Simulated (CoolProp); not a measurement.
Aqueous potassium carbonate as a coolant, 34 % by mass, freezing at -24.9 °C, 1 atm.

Values from CoolProp's Melinder's fits for secondary coolants.

```tsv
T (°C)	density (kg/m³)	viscosity (mPa s)	Prandtl number	conductivity (W/(m K))
-19.4	1360	11.1	61.8	0.500
-13.7	1359	?	?	0.509
-8.1	1357	7.00	37.8	0.518
-2.4	1355	5.74	30.5	0.528
3.2	1352	4.81	25.3	0.537
8.9	?	4.09	21.2	0.546
14.5	1347	3.54	18.1	0.555
20.2	1344	?	?	0.565
25.8	1341	2.73	13.6	0.573
31.4	1338	2.43	12.0	0.582
37.1	?	2.16	10.6	0.591
```

Complete the blanks.


- -13.7, viscosity (mPa s): 8.69
- -13.7, Prandtl number: 47.6
- 8.9, density (kg/m³): 1350
- 20.2, viscosity (mPa s): 3.09
- 20.2, Prandtl number: 15.6
- 37.1, density (kg/m³): 1335
